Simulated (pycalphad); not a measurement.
Invariant reactions of B-Ti

Computed with pycalphad from the COST 507 light-alloy database (1999), at 1 atm. No gas phase is included, though pure Ti would boil below 3700 K. The database dates from 1999; later assessments differ in places, in temperatures and in the compounds included. Kinetics are ignored, which matters at the lower temperatures.

```json
[
 {"type": "peritectic", "reaction on cooling": "B2M + liquid → B4M3", "T (K)": "2474.0", "Ti in phase 1 (at.%)": "33.3", "Ti in phase 2 (at.%)": "42.9", "Ti in phase 3 (at.%)": "62.2"},
 {"type": "peritectic", "reaction on cooling": "B4M3 + liquid → BM", "T (K)": "2456.1", "Ti in phase 1 (at.%)": "42.9", "Ti in phase 2 (at.%)": "50.0", "Ti in phase 3 (at.%)": "62.7"},
 {"type": "eutectic", "reaction on cooling": "liquid → β-boron + B2M", "T (K)": "2332.5", "Ti in phase 1 (at.%)": "none", "Ti in phase 2 (at.%)": "1.9", "Ti in phase 3 (at.%)": "33.3"},
 {"type": "eutectic", "reaction on cooling": "liquid → BM + bcc", "T (K)": "1814.1", "Ti in phase 1 (at.%)": "50.0", "Ti in phase 2 (at.%)": "93.1", "Ti in phase 3 (at.%)": "99.78"},
 {"type": "peritectoid", "reaction on cooling": "BM + bcc → hcp", "T (K)": "1156.1", "Ti in phase 1 (at.%)": "50.0", "Ti in phase 2 (at.%)": "99.84", "Ti in phase 3 (at.%)": "99.87"}
]
```

Phases 1 to 3 are ordered by rising Ti content. The map covers 500 K to 3700 K; reactions that its mapper missed or could not classify are not listed.

Database names, with the compositions (at.%) that they take in these runs: B2M: B 67 Ti 33; B4M3: B 57 Ti 43; BM: B 50 Ti 50. An entry "none" or "no" means that the model of the phase leaves that element out.
